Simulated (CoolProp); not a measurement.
Vapour-liquid equilibrium of cyclohexane (1) + n-heptane (2) at 0.378 bar; x and y are mole fractions of (1).

Values from CoolProp's multi-fluid Helmholtz-energy mixture model, Zhou 2014 and Span 2003; pair parameters Bell 2016.

Question: Give the bubble temperature and the first vapour's composition at x = 0.45, 0.75, 0.85. Is there an azeotrope?

Answer: x = 0.45: 58.9 °C, y = 0.603; x = 0.75: 54.3 °C, y = 0.845; x = 0.85: 53.0 °C, y = 0.910. No azeotrope shows between x = 0.05 and 0.95.

The pair parameters rest on a limited set of measurements; away from them the model extrapolates.
